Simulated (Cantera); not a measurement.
Gas mixture: 100 % O2, at 21.8 Torr, frozen composition.

Cantera's kinetic-theory transport with the Lennard-Jones parameters of GRI-Mech 3.0, ideal gas; thermal conductivity in the multicomponent form.

One state of this run: ρ (kg/m³) = 0.0124; cp (J/kg/K) = 1074; μ (µPa s) = 44.7; λ (mW/m/K) = 67.7; Pr = 0.709; D (cm²/s) O = 74.7; D (cm²/s) H = 298; D (cm²/s) NH3 = 58.1. D: mixture-averaged diffusion coefficient of that species in the mixture.

Task: Which value of T (K) does it belong to?
(A) 800
(B) 500
(C) 400
(D) 900

Result: D, 900
